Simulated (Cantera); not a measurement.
Charge: 1 mol Si3N4, 0.26 mol H2O, 4.6 mol N2, at 1777 °C and 0.0285 Torr.

Equilibrium computed with Cantera from the NASA thermochemical tables; the gas is ideal and each condensed phase is pure. Candidate condensed phases: H2O, Si, SiO2, Si2N2O, Si3N4; 35 gas species. The tables' values for SiN are old estimates; treat these amounts as uncertain. The numbers say what is thermodynamically allowed, not how fast it happens.

Base state: N2 0.658, Si 0.272, H 0.0344, SiO 0.0259, H2 0.00871, Si2 0.000424, SiN 0.000315, SiH 9.47e-5 (mole fractions); condensed: gas only.

Task: What changes in the equilibrium state with this change: Si3N4 replaced by Si?

Result: 
| species | before | after |
|---|---|---|
| N2 | 0.658 | 0.766 |
| Si | 0.272 | 0.123 |
| H | 0.0344 | 0.0498 |
| SiO | 0.0259 | 0.0433 |
| H2 | 0.00871 | 0.0183 |
| Si3 | 1.19e-5 | 1.09e-6 |
| Si2 | 0.000424 | 8.64e-5 |
| Si2N | 5.29e-5 | 1.16e-5 |
| SiN | 0.000315 | 0.000153 |

Task: What changes in the equilibrium state with this change: temperature from 1777 °C to 925 °C?

Result: 
```csv
species,before,after
N2,0.658,0.947
H2,0.00871,0.0526
H,0.0344,7.09e-6
Si,0.272,<1e-9
SiO,0.0259,2.02e-7
Si2,0.000424,<1e-9
SiN,0.000315,<1e-9
"Si2N2O(s), mol",0,0.260
"Si3N4(s), mol",0,0.827
```
Mutual solubility and eutectic melting of coexisting phases are not modelled.
